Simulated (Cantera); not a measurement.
A perfectly stirred reactor is fed with CH₄ : H₂ : O₂ : N₂ = 1 : 1 : 2.72 : 10.2 (molar parts), equivalence ratio 0.92, at 750 Torr; it is adiabatic with a 500 K inlet, and is followed from long to short residence time, starting on the burning branch (τ in s: 0.037, 0.022, 0.013, 0.0073, 0.0042, 0.0025, 0.0014, 0.00083, 0.00048, 0.00028, 0.00016, 9.4e-05, 5.5e-05).

Detailed kinetics in Cantera: GRI-Mech 3.0 (53 species, 325 reactions).

Problem. What does this change do: O2 2.72 to 1.9 parts?

Solution. 
| quantity | before | after |
|---|---|---|
| blow-out, bracketed by the residence times tried | burning at 55.0 µs, the shortest tried | burning at 0.280 ms, out at 0.160 ms |
| x(CH₄) at τ = 37.0 ms | 3.93e-6 | 6.96e-5 |
| x(H₂) at τ = 37.0 ms | 0.00402 | 0.0455 |
| x(O₂) at τ = 37.0 ms | 0.0181 | 0.000191 |
| x(CH₃) at τ = 37.0 ms | 2.06e-6 | 3.52e-5 |
| x(C₂H₂) at τ = 37.0 ms | 3.60e-10 | 3.71e-6 |
| x(CH₄) at τ = 1.40 ms | 4.65e-5 | 0.000246 |
| x(H₂) at τ = 1.40 ms | 0.0104 | 0.0450 |
| x(O₂) at τ = 1.40 ms | 0.0251 | 0.00164 |
| x(CH₃) at τ = 1.40 ms | 1.93e-5 | 0.000152 |
| x(C₂H₂) at τ = 1.40 ms | 1.06e-8 | 1.47e-5 |

Problem. What does this change do: inlet temperature 500 to 800 K?

Solution. 
| quantity | before | after |
|---|---|---|
| blow-out, bracketed by the residence times tried | burning at 55.0 µs, the shortest tried | burning at 55.0 µs, the shortest tried |
| x(CH₄) at τ = 37.0 ms | 3.93e-6 | 1.98e-6 |
| x(H₂) at τ = 37.0 ms | 0.00402 | 0.00690 |
| x(O₂) at τ = 37.0 ms | 0.0181 | 0.0198 |
| x(CH₃) at τ = 37.0 ms | 2.06e-6 | 1.19e-6 |
| x(C₂H₂) at τ = 37.0 ms | 3.60e-10 | 6.70e-11 |
| x(CH₄) at τ = 1.40 ms | 4.65e-5 | 3.12e-5 |
| x(H₂) at τ = 1.40 ms | 0.0104 | 0.0119 |
| x(O₂) at τ = 1.40 ms | 0.0251 | 0.0261 |
| x(CH₃) at τ = 1.40 ms | 1.93e-5 | 1.61e-5 |
| x(C₂H₂) at τ = 1.40 ms | 1.06e-8 | 5.71e-9 |
